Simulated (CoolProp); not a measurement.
Aqueous ammonia as a coolant, at -10 °C, 1 atm.

The numbers come from the Melinder's fits for secondary coolants in CoolProp.

| mass % | freezing point (°C) | conductivity (W/(m K)) | density (kg/m³) | Prandtl number | viscosity (mPa s) |
|---|---|---|---|---|---|
| 9.7 | -13.1 | 0.479 | … | … | 2.89 |
| 12 | … | 0.468 | 957.7 | 26.5 | 2.92 |
| 14.4 | -22.0 | 0.455 | 950.6 | 28.0 | 3.00 |
| 16.7 | -27.3 | 0.443 | 944.2 | … | 3.08 |
| 19.1 | -33.7 | 0.431 | 937.6 | 31.0 | 3.15 |
| 21.4 | … | … | 931.6 | 32.0 | 3.18 |
| 23.8 | -50.2 | 0.413 | 925.4 | 32.5 | 3.16 |

Complete the blanks.


- 9.7, density (kg/m³): 964.7
- 9.7, Prandtl number: 25.5
- 12, freezing point (°C): -17.1
- 16.7, Prandtl number: 29.6
- 21.4, freezing point (°C): -41.1
- 21.4, conductivity (W/(m K)): 0.421
